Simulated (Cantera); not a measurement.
## Adiabatic ignition

An adiabatic, constant-pressure homogeneous reactor starts with CH4 : H2 : O2 : N2 = 1 : 0.46 : 1.31 : 12.2 (molar parts), at 1723 K and 310000 Pa.

Detailed kinetics in Cantera: GRI-Mech 3.0 (53 species, 325 reactions).

```
t (s)     T (K)     x CH4    x H2     x O2      x NO    x C2H6   x H2O2     x H2O
--------  -----  --------  ------  -------  --------  --------  -------  --------
6.00e-6    1723    0.0667  0.0307   0.0875  1.63e-12   3.35e-7  1.34e-7   3.74e-5
1.63e-5    1723    0.0663  0.0307   0.0873  1.87e-11   2.08e-5  2.37e-7  0.000378
4.45e-5    1753    0.0584  0.0315   0.0824   1.47e-9  0.000931  1.59e-6   0.00712
0.000121   2404   7.44e-9  0.0633  8.33e-5  0.000156    <1e-12  1.65e-8    0.0885
0.000330   2431  5.07e-12  0.0644  2.41e-5  0.000186    <1e-12  6.12e-9    0.0898
0.000899   2440  5.95e-12  0.0647  1.29e-5  0.000185    <1e-12  3.59e-9    0.0903
0.00245    2440  6.14e-12  0.0647  1.24e-5  0.000178    <1e-12  3.47e-9    0.0903
0.00667    2440  6.12e-12  0.0647  1.25e-5  0.000168    <1e-12  3.47e-9    0.0903
0.0182     2440  6.11e-12  0.0647  1.25e-5  0.000160    <1e-12  3.47e-9    0.0903
0.0495     2441  6.10e-12  0.0647  1.25e-5  0.000159    <1e-12  3.47e-9    0.0903
0.135      2441  6.10e-12  0.0647  1.25e-5  0.000159    <1e-12  3.47e-9    0.0903
0.367      2441  6.10e-12  0.0647  1.25e-5  0.000159    <1e-12  3.47e-9    0.0903
1.00       2441  6.10e-12  0.0647  1.25e-5  0.000159    <1e-12  3.47e-9    0.0903
```
x: mole fraction; the columns are a selection and need not sum to one.

```json
{
  "time_of_steepest_temperature_rise": "77.5 µs",
  "temperature at 1.00 s": "2441 K",
  "equilibrium_temperature": "2441 K",
  "x(CH4) at 1.00 s": "6.10e-12 (gas-phase equilibrium 6.88e-12)",
  "x(H2) at 1.00 s": "0.0647 (gas-phase equilibrium 0.0647)",
  "x(O2) at 1.00 s": "1.25e-5 (gas-phase equilibrium 1.25e-5)"
}
```
